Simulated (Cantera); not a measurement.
An isothermal plug-flow reactor at 650 K and 2.60 bar (inlet), inlet velocity 0.35 m/s, active area per volume 130 1/m; feed 0.550 % H2, 5.02 % O2, 94.4 % N2, equivalence ratio 0.055.

Model: Deutschmann's 1995 Pt surface mechanism with GRI-Mech 3.0 gas chemistry, integrated in Cantera. Catalytic surfaces can have several steady states; this one follows from the mechanism file's or the stated starting coverage. Mass transfer to the wall is taken as infinitely fast.

x: gas mole fraction; θ: surface coverage.

```
z (m)    x H2    x O2    x H2O  θ free Pt   θ O*    θ OH*
-------  ----  ------  -------  ---------  -----  -------
0.00014   [?]  0.0496  0.00128      0.146  0.845  0.00883
0.00025   [?]  0.0493  0.00194      0.124  0.867  0.00872
0.00044   [?]  0.0489  0.00270     0.0986  0.893  0.00836
0.00078   [?]  0.0485  0.00348     0.0718  0.921  0.00766
0.0014    [?]  0.0482  0.00417     0.0479  0.946  0.00663
0.0025    [?]  0.0480  0.00468     0.0301  0.964  0.00547
0.0044    [?]  0.0478  0.00501     0.0184  0.977  0.00439
0.0078    [?]  0.0477  0.00522     0.0110  0.986  0.00346
0.014     [?]  0.0477  0.00535    0.00665  0.991  0.00272
```

Fill in the missing entries.


- 0.00014, x H2: 0.00422
- 0.00025, x H2: 0.00356
- 0.00044, x H2: 0.00280
- 0.00078, x H2: 0.00202
- 0.0014, x H2: 0.00134
- 0.0025, x H2: 0.000835
- 0.0044, x H2: 0.000504
- 0.0078, x H2: 0.000292
- 0.014, x H2: 0.000161
